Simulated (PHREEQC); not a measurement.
Synthetic water in mmol/kgw, 25 °C, pH 2.46, pe 10.7:

```tsv
constituent	mmol/kgw
Na	0.194
K	0.111
Ca	1.91
Mg	0.74
Cl	0.619
S(6)	5.99
Cu(2)	0.00617
Mn(2)	0.152
F	0.0062
Pb	0.0605
B	0.00386
```

Na is adjusted to close the charge balance.
Valence states are taken as typed.

Computed with PHREEQC (ion-association model, wateq4f.dat).

Task: The ionic strength comes out as 0.0165 mol/kgw. What activity coefficients do Pb+2, Mg+2, Na+, K+, F- get?

Result: Pb+2 0.60, Mg+2 0.62, Na+ 0.88, K+ 0.88, F- 0.88.

Precipitation was switched off in this run. Saturation is exceeded, for instance for Anglesite; the values hold only as long as no solid forms. Real BF4- forms and hydrolyses slowly; the run takes it at equilibrium.
